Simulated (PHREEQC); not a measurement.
A solution holds 0.0046 mol/kgw NH4HF2, 0.00011 mol/kgw H2SiF6, 0.025 mol/kgw HBF4 and 4.3e-05 mol/kgw HCl, at 25 °C. Closed to the air; pH follows from the charge balance.

Model: ion-association model, phreeqc.dat, run in PHREEQC.

| quantity | before | after |
|---|---|---|
| pH | 1.74 | 1.78 |
| BF4- (mol/kgw) | 0.0237 | 0.0217 |
| HF (mol/kgw) | 0.0116 | 0.0186 |
| BF3OH- (mol/kgw) | 0.000743 | 0.000964 |
| H3BO3 (mol/kgw) | 0.000518 | 0.00208 |
| SI of Quartz (SiO2) | -3.25 | -1.69 |

Task: What was changed between the two runs?
A) diluted 100-fold with water
B) temperature from 25 to 75 °C
C) temperature from 25 to 55 °C
D) temperature from 25 to 65 °C
E) temperature from 25 to 85 °C

Result: D, temperature from 25 to 65 °C

No solid was allowed to form. Away from 25 °C the constants follow the database's enthalpies or fits; those with neither stay at their 25 °C values. SiF6-2 is the database's only silicon fluoride. Real BF4- forms and hydrolyses slowly; the run takes it at equilibrium.
